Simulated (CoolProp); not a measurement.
Properties of R236FA at several states (Tc = 398.1 K, pc = 3.191 MPa, ω = 0.377).

Values from CoolProp's reference Helmholtz-energy equation of state, Pan 2012.

```csv
T (K),p (MPa),phase,Z,cv (kJ/(kg K)),expansivity (1/kK),Prandtl number,fugacity coefficient
274.3,0.203,liquid,0.009410,0.8336,2.193,5.83,0.5320
228.1,8.37,liquid,(withheld),(withheld),1.674,11.0,0.001933
266.8,0.209,liquid,0.009801,0.8267,(withheld),6.24,0.3813
276,1.44,liquid,0.06638,0.8360,2.165,5.80,0.08482
214.6,0.258,liquid,0.01363,0.8132,1.718,12.9,0.01645
339.2,0.87,gas,(withheld),0.8883,6.798,(withheld),(withheld)
```

Problem. What belongs in the gaps?

Solution. 
- 228.1, Z: 0.4216
- 228.1, cv (kJ/(kg K)): 0.8150
- 266.8, expansivity (1/kK): 2.108
- 339.2, Z: 0.7932
- 339.2, Prandtl number: 0.782
- 339.2, fugacity coefficient: 0.8308

Viscosity comes from a separate model (Huber 2003), an estimate that may be off by 10 % or more. Thermal conductivity comes from a separate model (Huber 2003), an estimate that may be off by 10 % or more.
